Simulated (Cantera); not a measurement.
Input (Python, Cantera) and output of one run.

```python
import numpy as np
import cantera as ct

gas_names = """
    CL CL2 H HCL H2 N NH NH2 NH3 N2 N2H2 N2H4 Si SiCL SiCL2 SiCL3 SiCL4 SiH SiHCL3 SiH2 SiH2CL2 SiH3
    SiH3CL SiH4 SiN Si2 Si2N Si3
""".split()
cond_names = """
    NH4CL(a) NH4CL(b) Si(cr) Si(L) Si3N4(a)
""".split()


# ... load() reads the species with a 1 bar reference pressure and builds the phases ...
atoms = {
    'SiH2Cl2': {'Si': 1, 'H': 2, 'CL': 2},
    'HCl': {'H': 1, 'CL': 1},
    'N2': {'N': 2},
}
top_T = {'Si3N4(a)': 2400}  # K; cautious upper limits of use, not melting points


# ... equilibrate(T, P, feed) seeds the gas with the atoms and calls Mixture.equilibrate('TP', solver="vcs", rtol=1e-11, max_steps=5000) ...
results = []
feed = {'SiH2Cl2': 1, 'HCl': 0.89, 'N2': 27}  # mol
T = 975  # K
P = 350  # Pa
mix = equilibrate(T, P, feed)
results.append((T, P, feed, dict(zip(mix.species_names, mix.species_moles))))
x = sorted(zip(gas.X, gas.species_names), reverse=True)
print(f"T = {T:g} K  P = {P:g} Pa  gas = {mix.phase_moles(0):.4g} mol")
print("   x: " + "  ".join(f"{s} {v:.3e}" for v, s in x if v > 1e-05))
print("   condensed (mol): " + ("  ".join(f"{mix.phase(i).name} {mix.phase_moles(i):.4g}"
      for i in range(1, mix.n_phases) if mix.phase_moles(i) > 1e-12) or "none"))
```

Output:

```
T = 975 K  P = 350 Pa  gas = 29.16 mol
   x: N2 9.079e-01  HCL 7.107e-02  H2 1.402e-02  SiCL4 6.998e-03  SiCL3 1.410e-05
   condensed (mol): Si3N4(a) 0.2651
```

Equilibrium computed with Cantera from the NASA thermochemical tables; the gas is ideal and each condensed phase is pure. N2 is the only nitrogen source here; it is nearly inert below about 1500 K, so the nitride shown seldom forms there in practice. The tables' values for SiCl3 are old estimates; treat these amounts as uncertain.
